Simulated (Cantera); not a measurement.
Input: 1 mol SiHCl₃, 0.48 mol N₂, held at 900 K and 10.0 mbar.

Method: chemical equilibrium by Gibbs-energy minimisation in Cantera with the NASA 1993 tables (ideal gas, pure condensed phases). Candidate condensed phases: NH₄Cl, Si, Si₃N₄; 28 gas species. N₂ is the only nitrogen source here; it is nearly inert below about 1500 K, so the nitride shown seldom forms there in practice. The tables' values for SiCl₃ are old estimates; treat these amounts as uncertain. Kinetics and transport are ignored.

Base state: SiCl₄ 0.375, HCl 0.359, N₂ 0.135, H₂ 0.131, SiHCl₃ 0.000388, SiCl₃ 4.47e-5 (mole fractions); condensed: Si₃N₄(s).

**Question.** What changes in the equilibrium state with this change: SiHCl₃ replaced by Si₂Cl₆?

**Answer.** 
| species | before | after |
|---|---|---|
| SiCl₄ | 0.375 | 0.911 |
| N₂ | 0.135 | 0.0891 |
| SiCl₃ | 4.47e-5 | 9.31e-5 |
| HCl | 0.359 | 0 |
| H₂ | 0.131 | 0 |
| SiHCl₃ | 0.000388 | 0 |
| Si₃N₄(s), mol | 0.131 | 0.167 |
The feed counts by its element totals alone.

**Question.** What changes in the equilibrium state with this change: N₂ from 0.48 to 3.1 mol?

**Answer.** 
| species | before | after |
|---|---|---|
| N₂ | 0.135 | 0.662 |
| HCl | 0.359 | 0.174 |
| SiCl₄ | 0.375 | 0.133 |
| H₂ | 0.131 | 0.0305 |
| SiHCl₃ | 0.000388 | 6.61e-5 |
| SiCl₃ | 4.47e-5 | 1.57e-5 |
| Si₃N₄(s), mol | 0.131 | 0.145 |

**Question.** What changes in the equilibrium state with this change: N₂ from 0.48 to 53 mol?

**Answer.** 
```tsv
species	before	after
N₂	0.135	0.973
HCl	0.359	0.0166
SiCl₄	0.375	0.00968
H₂	0.131	0.000907
SiHCl₃	0.000388	1.50e-6
SiCl₃	4.47e-5	2.07e-6
Si₃N₄(s), mol	0.131	0.158
```
